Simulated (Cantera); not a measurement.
Feed: 1 mol C₂H₂, a varied amount of H₂, at 848 K and 100000 Pa.

These are equilibrium values from Cantera (NASA tables, ideal gas, pure condensed phases), not measurements of a reactor. Candidate condensed phases: C, C₆H₆, C₇H₈, C₈H₁₈; 76 gas species. Kinetics and transport are ignored.

Task: Which condensed phases are stable at each of these points (n(H₂) (mol)): 2, 2.9, 4.3, 6.2, 9.1, 13, 19, 28, 41?

Result: 
```
n(H₂) (mol)  condensed phases  C condensed (%)
-----------  ----------------  ---------------
2                 C(graphite)             64.7
2.9               C(graphite)             54.2
4.3               C(graphite)             37.7
6.2               C(graphite)             15.4
9.1                  gas only              0.0
13                   gas only              0.0
19                   gas only              0.0
28                   gas only              0.0
41                   gas only              0.0
```

From 2 mol H₂ to 6.2 mol H₂ the condensed part is C(graphite). From 9.1 mol H₂ to 41 mol H₂ nothing is condensed.
